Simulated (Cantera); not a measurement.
Input (Python, Cantera):

```python
import numpy as np
import cantera as ct

gas = ct.Solution("h2o2.yaml")
gas.TPX = 475, 101325, {'H2': 1, 'O2': 0.625, 'N2': 2.35, 'H2O': 0.75}
flame = ct.FreeFlame(gas, width=0.04)
flame.set_refine_criteria(ratio=3, slope=0.08, curve=0.16)
flame.transport_model = "mixture-averaged"
flame.solve(loglevel=0, auto=True)
z, T = flame.grid, flame.T
thick = (T[-1] - T[0]) / np.gradient(T, z).max()
show = ['H2', 'O2', 'H2O', 'H', 'O', 'HO2']
print(f"laminar burning velocity  {flame.velocity[0] * 100:.3f} cm/s")
print(f"burnt temperature         {T[-1]:.1f} K")
print(f"thermal thickness         {thick * 1e3:.4f} mm")
print(f"grid points               {len(z)}")
z0 = z[flame.heat_release_rate.argmax()]
print(f"{'z/mm':>9s}{'T/K':>9s}{'u/(m/s)':>9s}" + "".join(f"{s:>11s}" for s in show))
rows = []
for k in (-3, -2, -1.5, -1, -0.5, -0.25, 0, 0.25, 0.5, 1, 2, 4, 8):
    zz = z0 + k * thick
    rows.append([k * thick, np.interp(zz, z, T), np.interp(zz, z, flame.velocity),
                 *(np.interp(zz, z, flame.X[gas.species_index(s)]) for s in show)])
    print(f"{rows[-1][0] * 1e3:9.3f}{rows[-1][1]:9.1f}{rows[-1][2]:9.3f}" + "".join(f"{x:11.3e}" for x in rows[-1][3:]))
```

It prints:

```
laminar burning velocity  206.281 cm/s
burnt temperature         1956.0 K
thermal thickness         0.3736 mm
grid points               105
     z/mm      T/K  u/(m/s)         H2         O2        H2O          H          O        HO2
   -1.121    475.0    2.063  2.116e-01  1.323e-01  1.587e-01  3.699e-14  9.110e-12  8.220e-10
   -0.747    475.0    2.062  2.110e-01  1.324e-01  1.589e-01  1.589e-12  3.886e-10  3.144e-08
   -0.560    475.4    2.060  2.096e-01  1.326e-01  1.592e-01  1.824e-11  4.177e-09  3.741e-07
   -0.374    478.1    2.059  2.041e-01  1.335e-01  1.606e-01  5.996e-10  5.273e-08  5.515e-06
   -0.187    540.4    2.261  1.761e-01  1.358e-01  1.713e-01  1.046e-05  4.148e-06  2.771e-04
   -0.093    793.1    3.227  1.359e-01  1.270e-01  2.058e-01  9.822e-04  1.465e-04  4.140e-04
    0.000   1148.6    4.589  8.492e-02  9.973e-02  2.680e-01  6.444e-03  1.489e-03  1.788e-04
    0.093   1400.1    5.559  4.448e-02  6.796e-02  3.253e-01  1.179e-02  3.624e-03  8.829e-05
    0.187   1542.7    6.106  2.628e-02  5.089e-02  3.542e-01  1.191e-02  4.377e-03  5.417e-05
    0.374   1685.4    6.637  1.673e-02  4.128e-02  3.729e-01  7.871e-03  3.722e-03  3.259e-05
    0.747   1800.9    7.051  1.111e-02  3.703e-02  3.857e-01  3.661e-03  2.276e-03  1.905e-05
    1.495   1879.6    7.324  6.164e-03  3.443e-02  3.958e-01  1.334e-03  1.152e-03  9.864e-06
    2.989   1924.6    7.477  2.816e-03  3.319e-02  4.024e-01  3.849e-04  5.024e-04  4.528e-06
```

Model: the H2/O2 subset of GRI-Mech 3.0, which has no nitrogen chemistry, integrated in Cantera. Burning velocities carry a grid error of a few per cent, more on coarse grids.
